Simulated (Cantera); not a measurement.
Charge: 1 mol Si, 3.3 mol NF₃, 3.2 mol H₂, equilibrated at 975 K and 0.100 bar.

These are equilibrium values from Cantera (NASA tables, ideal gas, pure condensed phases), not measurements of a reactor. Candidate condensed phases: Si, Si₃N₄; 37 gas species. The numbers say what is thermodynamically allowed, not how fast it happens.

Base state: HF 0.670, N₂ 0.188, SiF₄ 0.114, H₂ 0.0284 (mole fractions); condensed: gas only.

Question: What changes in the equilibrium state with this change: NF₃ from 3.3 to 0.62 mol?

Answer: 
| species | before | after |
|---|---|---|
| H₂ | 0.0284 | 0.870 |
| SiF₄ | 0.114 | 0.119 |
| SiHF₃ | 6.83e-9 | 0.0105 |
| HF | 0.670 | 1.39e-5 |
| N₂ | 0.188 | <1e-9 |
| SiH₂F₂ | <1e-9 | 0.000499 |
| SiF₃ | <1e-9 | 0.000155 |
| Si(s), mol | 0 | 0.0593 |
| Si₃N₄(s), mol | 0 | 0.155 |
The tables' values for SiF₃ are old estimates; treat these amounts as uncertain.
